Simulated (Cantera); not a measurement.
What does this Cantera script print?

```python
import numpy as np
import cantera as ct

gas = ct.Solution("gri30.yaml")


def delay(T, t_max=10):
    gas.TPX = T, 101325, {'CO': 1, 'H2': 0.2, 'O2': 0.3, 'N2': 1.13}
    reactor = ct.IdealGasReactor(gas, clone=False)
    net = ct.ReactorNet([reactor])
    net.rtol, net.atol = 1e-8, 1e-16
    while net.time < t_max:
        t_old, T_old = net.time, reactor.T
        net.step()
        if reactor.T > T + 400:  # ignition: a rise of 400 K
            return t_old + (T + 400 - T_old) / (reactor.T - T_old) * (net.time - t_old)
    return np.nan


taus = []
for T in [1225, 1300, 1375, 1450, 1525, 1600, 1675, 1750, 1825]:
    taus.append(delay(T))
    print(f"T0 = {T:6g} K   tau = {taus[-1]:.4e} s")
```

Result:

```
T0 =   1225 K   tau = 6.7679e-05 s
T0 =   1300 K   tau = 5.0559e-05 s
T0 =   1375 K   tau = 4.0413e-05 s
T0 =   1450 K   tau = 3.4120e-05 s
T0 =   1525 K   tau = 3.0225e-05 s
T0 =   1600 K   tau = 2.8017e-05 s
T0 =   1675 K   tau = 2.7134e-05 s
T0 =   1750 K   tau = 2.7334e-05 s
T0 =   1825 K   tau = 2.8383e-05 s
```

Model: GRI-Mech 3.0 (53 species, 325 reactions), integrated in Cantera. Where the delays flatten at high temperature, the 400 K rule measures the pace of heat release, not the induction time.
